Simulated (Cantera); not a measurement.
**Stirred combustor or abatement burner**

A perfectly stirred reactor is fed with CH₄ : C₂H₆ : O₂ : N₂ = 1 : 0.05 : 4.94 : 18.6 (molar parts), equivalence ratio 0.44, at 290000 Pa; it is adiabatic with a 725 K inlet, and is followed from long to short residence time, starting on the burning branch (τ in s: 0.02, 0.011, 0.0063, 0.0035, 0.002, 0.0011, 0.00061, 0.00034, 0.00019, 0.00011, 5.9e-05).

Detailed kinetics in Cantera: GRI-Mech 3.0 (53 species, 325 reactions).

| τ (s) | T (K) | x CH₄ | x C₂H₆ | x O₂ | x H₂O | x H₂O₂ |
|---|---|---|---|---|---|---|
| 0.020 | 1709 | 2.32e-5 | 2.96e-7 | 0.112 | 0.0869 | 1.42e-7 |
| 0.011 | 1706 | 3.44e-5 | 4.47e-7 | 0.112 | 0.0867 | 1.84e-7 |
| 0.0063 | 1703 | 4.96e-5 | 6.54e-7 | 0.113 | 0.0866 | 2.33e-7 |
| 0.0035 | 1697 | 7.34e-5 | 9.75e-7 | 0.113 | 0.0863 | 2.99e-7 |
| 0.0020 | 1689 | 0.000107 | 1.43e-6 | 0.113 | 0.0861 | 3.78e-7 |
| 0.0011 | 1677 | 0.000164 | 2.19e-6 | 0.114 | 0.0857 | 4.85e-7 |
| 0.00061 | 1659 | 0.000258 | 3.43e-6 | 0.114 | 0.0851 | 6.24e-7 |
| 0.00034 | 1632 | 0.000434 | 5.75e-6 | 0.116 | 0.0843 | 8.19e-7 |
| 0.00019 | 1579 | 0.000915 | 1.24e-5 | 0.120 | 0.0825 | 1.20e-6 |
| 0.00011 | 725 | 0.0407 | 0.00203 | 0.201 | <1e-12 | <1e-12 |
| 5.9e-5 | 725 | 0.0407 | 0.00203 | 0.201 | <1e-12 | <1e-12 |
x: mole fraction; the columns are a selection and need not sum to one.
